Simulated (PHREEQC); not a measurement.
## Buffer (model solution)

Solution (25 °C): 0.0014 mol KHCO3 and 0.0022 mol Na2HPO4 per kg of water. Closed to the air; pH follows from the charge balance.

All values are PHREEQC results (ion-association model, phreeqc.dat), not measurements.

No solid was allowed to form.

### Question
What pH, specific conductance does the model give?

### Answer
pH 8.73; specific conductance 560 µS/cm.

### Question
In which forms is P present?

### Answer
HPO4-2 97 %, H2PO4- 2.2 %, NaHPO4- 0.6 % of the P.

Complexes and solids missing from the database can't appear.
